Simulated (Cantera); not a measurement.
Input: 1 mol SrCl2, a varied amount of HCl, 0.89 mol H2, held at 1650 K and 7.50 Torr.

These are equilibrium values from Cantera (NASA tables, ideal gas, pure condensed phases), not measurements of a reactor. Candidate condensed phases: Sr, SrCl2; 8 gas species. Kinetics and transport are ignored.

What share of the Sr ends up in condensed phases as a function of n(HCl) (mol), at 0.092, 0.13, 0.18, 0.25, 0.35, 0.49, 0.68, 0.95, 1.3, 1.9, 2.6?


| n(HCl) (mol) | Sr condensed (%) | as |
|---|---|---|
| 0.092 | 46.4 | SrCl2(l) |
| 0.13 | 44.3 | SrCl2(l) |
| 0.18 | 41.6 | SrCl2(l) |
| 0.25 | 37.8 | SrCl2(l) |
| 0.35 | 32.3 | SrCl2(l) |
| 0.49 | 24.7 | SrCl2(l) |
| 0.68 | 14.3 | SrCl2(l) |
| 0.95 | 0.0 | - |
| 1.3 | 0.0 | - |
| 1.9 | 0.0 | - |
| 2.6 | 0.0 | - |
